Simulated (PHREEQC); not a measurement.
0.1 g of hydrous ferric oxide (600 m²/g; 0.2 weak and 0.005 strong sites per Fe, Dzombak-Morel constants, diffuse double layer) in 1 kg of water with 0.1 mol/kgw of an inert sodium salt and 2.3e-06 mol/kgw NaH2PO4, at 25 °C; the pH is set by adding NaOH or the inert anion's acid. Oxygen alone is held at its pressure in air (log pO2 = -0.68). The system is closed to CO2. No solid was allowed to form.

Model: ion-association model, wateq4f.dat, run in PHREEQC.

| pH | P sorbed (%) | surface charge σ (C/m²) | surface potential ψ (mV) |
|---|---|---|---|
| 4 | 100.0 | 0.316 | 146 |
| 4.67 | 100.0 | 0.249 | 134 |
| 6 | 100.0 | 0.109 | [?] |
| 6.67 | 99.9 | [?] | 66 |
| 7.33 | 99.6 | 0.028 | [?] |
| 8.67 | 67.1 | [?] | -28 |
| 9.33 | 15.8 | -0.051 | [?] |
| 10 | [?] | -0.094 | -85 |
| 11.33 | 0.0 | [?] | -129 |
| 12 | 0.0 | -0.306 | -141 |

Question: Some entries are withheld; supply them.

Answer: 
- 6, surface potential ψ (mV): 92
- 6.67, surface charge σ (C/m²): 0.061
- 7.33, surface potential ψ (mV): 36
- 8.67, surface charge σ (C/m²): -0.021
- 9.33, surface potential ψ (mV): -58
- 10, P sorbed (%): 1.8
- 11.33, surface charge σ (C/m²): -0.229

H3PO4, which wateq4f.dat lacks, is added to it with the constant of phreeqc.dat.
